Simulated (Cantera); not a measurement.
Feed: 1 mol Si, 5.9 mol F2, 1 mol SF6, at 89.0 Pa.

Equilibrium computed with Cantera from the NASA thermochemical tables; the gas is ideal and each condensed phase is pure. Candidate condensed phases: S, Si; 21 gas species. The tables' values for SF5 are old estimates; treat these amounts as uncertain. Equilibrium is a limit: real reactors are often held back by kinetics, nucleation or transport.

x: gas mole fraction; nothing condenses.

| T (K) | x F | x F2 | x SF6 | x SiF4 | x SF4 |
|---|---|---|---|---|---|
| 923 | 0.592 | 0.169 | 0.119 | 0.119 | … |
| 973 | 0.701 | 0.0787 | 0.110 | 0.110 | … |
| 1023 | 0.755 | 0.0338 | 0.105 | 0.105 | … |
| 1073 | 0.778 | 0.0145 | 0.104 | 0.104 | … |
| 1123 | 0.788 | 0.00652 | 0.103 | 0.103 | … |
| 1173 | 0.792 | 0.00309 | 0.102 | 0.102 | … |
| 1223 | 0.794 | 0.00155 | 0.102 | 0.102 | … |
| 1273 | 0.796 | 0.000821 | 0.0991 | 0.102 | … |

Question: What belongs in the gaps?

Answer: 
- 923, x SF4: 1.23e-12
- 973, x SF4: 5.17e-11
- 1023, x SF4: 1.81e-9
- 1073, x SF4: 5.00e-8
- 1123, x SF4: 1.07e-6
- 1173, x SF4: 1.78e-5
- 1223, x SF4: 0.000237
- 1273, x SF4: 0.00251
